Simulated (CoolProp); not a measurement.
Vapour-liquid equilibrium of acetone (1) + n-nonane (2) at 387 K; x and y are mole fractions of (1).

Values from CoolProp's multi-fluid Helmholtz-energy mixture model, Lemmon 2006 and Lemmon 2006; pair parameters Bell 2016.

```csv
x,bubble pressure (bar),y at the bubble point,dew pressure at overall composition x (bar),liquid density (mol/L)
0.05,0.9627,0.650,0.3579,5.154
0.2,2.316,0.862,0.4252,5.659
0.35,3.102,0.903,0.5230,6.263
0.5,3.597,0.923,0.6785,7.006
0.65,4.006,0.939,0.9635,7.949
0.8,4.456,0.959,1.652,9.190
0.95,5.021,0.988,4.255,10.90
```

No azeotrope shows between x = 0.05 and 0.95.

Pair parameters are fitted to limited data, so mixtures are less certain than the pure fluids. With so large a gap from Raoult's law the liquid may split in two, which this calculation doesn't test in full.
